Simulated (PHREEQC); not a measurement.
## Acid mine or pickling water: speciation

Synthetic water in mg/kgw, 82 °C, pH 2, pe 8.3:

```json
[
 {"constituent": "Na", "mg/kgw": "351"},
 {"constituent": "K", "mg/kgw": "4.61"},
 {"constituent": "Ca", "mg/kgw": "92.6"},
 {"constituent": "Mg", "mg/kgw": "171"},
 {"constituent": "Cl", "mg/kgw": "433"},
 {"constituent": "S(6) as SO4", "mg/kgw": "2010"},
 {"constituent": "Mn(2)", "mg/kgw": "0.512"},
 {"constituent": "Ni", "mg/kgw": "0.505"},
 {"constituent": "F", "mg/kgw": "1.91"}
]
```

Valence states are taken as typed.

Equilibrium calculation in PHREEQC: ion-association model, wateq4f.dat.

No solid was allowed to form.

Question: What ionic strength, charge-balance error does the model give?

Answer: ionic strength 0.0473 mol/kgw; charge-balance error 5.2 %.

Question: In which forms is Mn present?

Answer: Mn+2 68 %, MnSO4 30 %, MnCl+ 1.5 % of the Mn.

Constants without temperature data keep their 25 °C values here.
